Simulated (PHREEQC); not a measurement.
**Ultrapure water in contact with air or piping (model solution)**

A made-up water analysis in mg/L, 25 °C, pH 6.08, pe 2.7:

```json
[
 {"constituent": "Na", "mg/L": "0.242"},
 {"constituent": "K", "mg/L": "0.0189"},
 {"constituent": "Ca", "mg/L": "0.0732"},
 {"constituent": "Mg", "mg/L": "0.0452"},
 {"constituent": "Cl", "mg/L": "0.14"},
 {"constituent": "S(6) as SO4", "mg/L": "0.0972"},
 {"constituent": "Alkalinity as HCO3", "mg/L": "0.716"},
 {"constituent": "Si as SiO2", "mg/L": "0.0109"}
]
```

Na is adjusted to close the charge balance.
Valence states are taken as typed.

Computed with PHREEQC (ion-association model, phreeqc.dat).

```
Property                 Result
--------------  ---------------
ionic strength  2.32e-5 mol/kgw
```

```csv
species,molality,activity,log γ
CO2,2.33e-5,2.33e-5,0.000
HCO3-,1.26e-5,1.25e-5,-0.002
Na+,9.85e-6,9.80e-6,-0.002
Cl-,3.95e-6,3.93e-6,-0.002
Mg+2,1.86e-6,1.82e-6,-0.010
Ca+2,1.83e-6,1.79e-6,-0.010
SO4-2,1.01e-6,9.88e-7,-0.010
H+,8.36e-7,8.32e-7,-0.002
K+,4.83e-7,4.81e-7,-0.002
H4SiO4,1.81e-7,1.81e-7,0.000
OH-,1.22e-8,1.22e-8,-0.002
```

Precipitation was switched off in this run. Complexes and solids missing from the database can't appear.
